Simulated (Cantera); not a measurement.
A diamond (100) surface in a fixed gas of H2 with x(CH4) = 0.0026, x(H) = 0.0007, x(CH3) = 3.8e-05, at 1125 K; coverages are run to steady state.

Detailed kinetics in Cantera: the Harris–Goodwin 1993 mechanism for the reconstructed diamond (100) surface.

θ: site fractions in the mechanism's names (c6HH fully hydrogenated, c6H* and c6*H radical sites, c6** diradical, c6HM methylated).

| P (Pa) | growth (µm/h) | θ c6HH | θ c6H* | θ c6*H | θ c6** | θ c6HM |
|---|---|---|---|---|---|---|
| 380 | 0.00625 | 0.512 | 0.0295 | 0.442 | 0.0159 | 0.000271 |
| 750 | 0.0157 | 0.511 | 0.0295 | 0.442 | 0.0159 | 0.000528 |
| 1500 | 0.0442 | 0.511 | 0.0295 | 0.442 | 0.0159 | 0.00102 |
| 2900 | ? | 0.510 | 0.0295 | 0.441 | 0.0159 | ? |
| 5800 | 0.401 | 0.509 | 0.0294 | 0.440 | 0.0159 | 0.00334 |
| 12000 | 1.30 | 0.508 | 0.0293 | 0.438 | 0.0158 | 0.00564 |
| 23000 | 3.48 | 0.506 | 0.0292 | 0.437 | 0.0157 | 0.00815 |
| 45000 | ? | 0.504 | 0.0291 | 0.435 | 0.0157 | ? |

**Question.** Fill in the missing entries.

**Answer.** 
- 2900, growth (µm/h): 0.127
- 2900, θ c6HM: 0.00187
- 45000, growth (µm/h): 8.76
- 45000, θ c6HM: 0.0107
